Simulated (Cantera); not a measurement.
A perfectly stirred reactor is fed with H2 : O2 = 0.22 : 1 (molar parts), at 10.00 Torr; it is held at 1398 K, and followed from long to short residence time.

Cantera simulation using GRI-Mech 3.0 (53 species, 325 reactions); the numbers are that mechanism's predictions, not measurements. Radical loss at walls, strong at low pressure, is not modelled. The temperature is held fixed by assumption; the heat of reaction is taken as removed at once.

Q: What does this change do: temperature 1398 to 1175 K?

A: 
```csv
quantity,before,after
x(H2) at τ = 7.40 s,0.000190,0.000175
x(O2) at τ = 7.40 s,0.799,0.801
x(OH) at τ = 7.40 s,0.00246,0.000983
x(H) at τ = 7.40 s,0.000106,6.76e-5
x(HO2) at τ = 7.40 s,1.09e-6,2.32e-6
x(H2) at τ = 65.0 ms,0.00362,0.00330
x(O2) at τ = 65.0 ms,0.768,0.784
x(OH) at τ = 65.0 ms,0.0107,0.00468
x(H) at τ = 65.0 ms,0.00976,0.00680
x(HO2) at τ = 65.0 ms,4.96e-6,8.63e-6
```

Q: What does this change do: pressure from 10.00 Torr to 20.0 Torr?

A: 
```
quantity                 before    after
---------------------  --------  -------
x(H2) at τ = 7.40 s    0.000190  8.53e-5
x(O2) at τ = 7.40 s       0.799    0.801
x(OH) at τ = 7.40 s     0.00246  0.00154
x(H) at τ = 7.40 s     0.000106  2.62e-5
x(HO2) at τ = 7.40 s    1.09e-6  1.05e-6
x(H2) at τ = 65.0 ms    0.00362  0.00181
x(O2) at τ = 65.0 ms      0.768    0.786
x(OH) at τ = 65.0 ms     0.0107  0.00727
x(H) at τ = 65.0 ms     0.00976  0.00286
x(HO2) at τ = 65.0 ms   4.96e-6  7.73e-6
```
